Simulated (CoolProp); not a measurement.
Decamethyltetrasiloxane (MD2M) along the isobar 101 kPa: Z from the reference equation and from simpler models built on Tc = 326.2 °C, pc = 1144 kPa, ω = 0.635; each cubic takes its own stable root.

The numbers come from the reference Helmholtz-energy equation of state, Thol 2017 in CoolProp.

| T (°C) | phase | reference |
|---|---|---|
| 10.85 | liquid | 0.01540 |
| 16.45 | liquid | 0.01520 |
| 21.95 | liquid | 0.01501 |
| 27.55 | liquid | 0.01483 |
| 33.05 | liquid | 0.01466 |
| 38.55 | liquid | 0.01450 |
| 44.15 | liquid | 0.01434 |
| 49.65 | liquid | 0.01418 |
| 55.15 | liquid | 0.01404 |
| 60.75 | liquid | 0.01390 |
| 66.25 | liquid | 0.01377 |
| 71.75 | liquid | 0.01364 |
| 77.35 | liquid | 0.01352 |
| 82.85 | liquid | 0.01340 |
| 88.45 | liquid | 0.01329 |
| 93.95 | liquid | 0.01319 |

Task: How far does each simpler model (van der Waals, Redlich-Kwong, Soave-Redlich-Kwong, Peng-Robinson) lie from the reference over these 16 states: mean and median of the absolute difference, and the worst?

Result: 
- van der Waals: mean 916.5 %, median 80.4 %, worst +6808.3 % at 93.95 °C and 101 kPa
- Redlich-Kwong: mean 21.7 %, median 21.6 %, worst +22.3 % at 10.85 °C and 101 kPa
- Soave-Redlich-Kwong: mean 14.2 %, median 14.1 %, worst +16.2 % at 10.85 °C and 101 kPa
- Peng-Robinson: mean 1.7 %, median 1.6 %, worst +3.6 % at 10.85 °C and 101 kPa

At some of these states van der Waals gives the other phase, because its saturation line lies elsewhere.
